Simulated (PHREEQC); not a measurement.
Dissolve 0.0035 mol HCl, 5.9e-05 mol FeSO4 and 0.0035 mol Fe2(SO4)3 per kg of water at 25 °C. Closed to the air; pH follows from the charge balance.

The numbers come from PHREEQC with the ion-association model, wateq4f.dat.

Precipitation was switched off in this run.

Q: Predict the pH, ionic strength.

A: pH 2.51; ionic strength 0.0186 mol/kgw.

Q: In which forms is S present?

A: FeSO4+ 50 %, SO4-2 36 %, HSO4- 7.4 %, Fe(SO4)2- 5.0 %, FeHSO4+2 0.6 % of the S.

Saturation is exceeded, for instance for Hematite (slow to form), Goethite (slow to form); the values hold only as long as no solid forms.
